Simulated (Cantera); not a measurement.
**Premixed flame**

A freely propagating, adiabatic, planar premixed flame of 2.11 % CH4, 2.95 % C2H6, 1.41 % C3H8, 19.7 % O2, 73.9 % N2, equivalence ratio 1.1, unburnt at 325 K and 10.0 bar; multicomponent transport, grid criteria slope 0.08 and curve 0.16, no radiation.

Cantera simulation using GRI-Mech 3.0 (53 species, 325 reactions); the numbers are that mechanism's predictions, not measurements. GRI-Mech 3.0 was tuned for natural gas; its chemistry of propane as a main component is partial and can be far from experiment. Burning velocities carry a grid error of a few per cent, more on coarse grids.

| z (mm) | T (K) | u (m/s) | x CH4 | x C2H6 | x C3H8 | x HCO | x C2H2 | x C2H |
|---|---|---|---|---|---|---|---|---|
| -0.193 | 325 | 0.253 | 0.0211 | 0.0295 | 0.0141 | <1e-8 | 1.71e-8 | <1e-8 |
| -0.129 | 328 | 0.256 | 0.0210 | 0.0295 | 0.0141 | <1e-8 | 6.00e-7 | <1e-8 |
| -0.0966 | 342 | 0.267 | 0.0208 | 0.0293 | 0.0141 | <1e-8 | 3.94e-6 | <1e-8 |
| -0.0644 | 448 | 0.352 | 0.0197 | 0.0284 | 0.0138 | <1e-8 | 4.43e-5 | <1e-8 |
| -0.0322 | 978 | 0.790 | 0.0143 | 0.0189 | 0.00987 | 6.69e-8 | 0.000407 | <1e-8 |
| -0.0161 | 1439 | 1.18 | 0.00932 | 0.00729 | 0.00340 | 6.02e-6 | 0.000895 | 1.76e-8 |
| 0 | 1865 | 1.55 | 0.00300 | 0.000274 | 4.32e-5 | 2.02e-5 | 0.00123 | 1.26e-6 |
| 0.0161 | 2056 | 1.70 | 0.000242 | 3.64e-7 | <1e-8 | 5.23e-6 | 0.000188 | 8.10e-7 |
| 0.0322 | 2127 | 1.75 | 1.10e-5 | <1e-8 | <1e-8 | 5.61e-7 | 8.21e-6 | 4.85e-8 |
| 0.0644 | 2193 | 1.80 | 4.95e-8 | <1e-8 | <1e-8 | 1.52e-7 | 3.76e-8 | <1e-8 |
| 0.129 | 2243 | 1.84 | <1e-8 | <1e-8 | <1e-8 | 7.80e-8 | <1e-8 | <1e-8 |
| 0.258 | 2270 | 1.86 | <1e-8 | <1e-8 | <1e-8 | 4.05e-8 | <1e-8 | <1e-8 |
| 0.515 | 2282 | 1.86 | <1e-8 | <1e-8 | <1e-8 | 2.40e-8 | <1e-8 | <1e-8 |
x: mole fraction of selected species; z is measured from the peak of heat release.

The laminar burning velocity comes out as 25.2 cm/s and the thermal thickness is 0.0644 mm. The peak x(HCO) comes out as 2.12e-5. The peak x(C2H2) comes out as 0.00132 and the peak x(C2H) is 1.77e-6. The grid points is 139.
